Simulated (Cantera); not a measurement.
Cantera with NASA thermochemical tables; ideal gases at 1 bar, condensed phases pure. Values are per mole of reaction as written; species without (g) are pure solids or liquids, kept so even where they would boil at 1 bar.

2 PbO = O2(g) + 2 Pb(g), with ΔH° = 829.2 kJ and ΔS° = 423.1 J/K at 300 K.

Problem. How far is the shortcut ΔG° ≈ ΔH°(300 K) − T·ΔS°(300 K) from the full temperature-dependent value at 1650, 1750, 1850, 1950, 2050, 2150, 2250, 2350, 2450 K?

Solution. 
| T (K) | shortcut (kJ) | full (kJ) | difference (kJ) | difference in log10 K | condensed phases |
|---|---|---|---|---|---|
| 1650 | 131.0 | 202.9 | -71.8 | 2.27 | PbO(l) |
| 1750 | 88.7 | 171.5 | -82.8 | 2.47 | PbO(l) |
| 1850 | 46.4 | 140.5 | -94.1 | 2.66 | PbO(l) |
| 1950 | 4.1 | 109.7 | -105.6 | 2.83 | PbO(l) |
| 2050 | -38.2 | 79.1 | -117.3 | 2.99 | PbO(l) |
| 2150 | -80.5 | 48.7 | -129.2 | 3.14 | PbO(l) |
| 2250 | -122.8 | 18.5 | -141.3 | 3.28 | PbO(l) |
| 2350 | -165.1 | -11.6 | -153.6 | 3.41 | PbO(l) |
| 2450 | -207.5 | -41.4 | -166.0 | 3.54 | PbO(l) |
The shortcut ignores heat capacities and the phase changes listed.
